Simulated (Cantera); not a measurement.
# N2O furnace oxynitridation

An isothermal, constant-pressure homogeneous reactor starts with 97.2 % N₂O, 2.82 % H₂O, at 1273 K and 0.0430 bar.

Model: GRI-Mech 3.0 (53 species, 325 reactions), integrated in Cantera. GRI-Mech 3.0 was tuned for natural gas; its chemistry of N2O as a main component is partial and can be far from experiment. Radical loss at walls, strong at low pressure, is not modelled. The mechanism lacks the step 2 NO + O2 → 2 NO2, which can matter for NO2 below about 1400 K. The temperature is held fixed by assumption; the heat of reaction is taken as removed at once.

| t (s) | x N₂O | x H₂O | x NO₂ | x H₂O₂ | x O₂ | x OH | x NO |
|---|---|---|---|---|---|---|---|
| 1.00e-5 | 0.972 | 0.0282 | <1e-12 | <1e-12 | 2.02e-8 | 1.65e-9 | 6.38e-9 |
| 3.32e-5 | 0.972 | 0.0282 | <1e-12 | <1e-12 | 2.08e-7 | 1.70e-8 | 6.57e-8 |
| 0.000110 | 0.972 | 0.0282 | <1e-12 | <1e-12 | 1.86e-6 | 1.50e-7 | 5.86e-7 |
| 0.000367 | 0.972 | 0.0282 | 1.01e-11 | 2.88e-12 | 1.18e-5 | 9.37e-7 | 3.73e-6 |
| 0.00122 | 0.972 | 0.0282 | 1.88e-9 | 1.84e-10 | 5.01e-5 | 3.67e-6 | 1.58e-5 |
| 0.00405 | 0.971 | 0.0282 | 2.13e-7 | 1.31e-8 | 0.000178 | 1.00e-5 | 5.57e-5 |
| 0.0135 | 0.970 | 0.0281 | 7.87e-6 | 1.22e-7 | 0.000615 | 1.78e-5 | 0.000180 |
| 0.0447 | 0.965 | 0.0281 | 6.63e-5 | 6.55e-8 | 0.00208 | 2.34e-5 | 0.000557 |
| 0.149 | 0.948 | 0.0279 | 0.000259 | 2.66e-8 | 0.00688 | 2.85e-5 | 0.00176 |
| 0.494 | 0.896 | 0.0275 | 0.000507 | 8.49e-9 | 0.0222 | 3.34e-5 | 0.00573 |
| 1.64 | 0.749 | 0.0261 | 0.000556 | 2.82e-9 | 0.0657 | 3.65e-5 | 0.0173 |
| 5.45 | 0.439 | 0.0231 | 0.000356 | 1.62e-9 | 0.158 | 3.60e-5 | 0.0415 |
| 18.1 | 0.0995 | 0.0199 | 0.000114 | 1.20e-9 | 0.260 | 3.22e-5 | 0.0674 |
| 60.2 | 0.00278 | 0.0190 | 8.85e-5 | 3.17e-10 | 0.289 | 1.55e-5 | 0.0733 |
| 200 | 1.93e-6 | 0.0190 | 0.000215 | 9.43e-11 | 0.290 | 7.95e-6 | 0.0731 |
x: mole fraction; the columns are a selection and need not sum to one.

Equilibrium at this temperature and pressure: N₂O 4.80e-9, H₂O 0.0190, NO₂ 1.18e-6, H₂O₂ 9.98e-11, O₂ 0.327, OH 8.17e-6, NO 0.000378 (gas phase only).
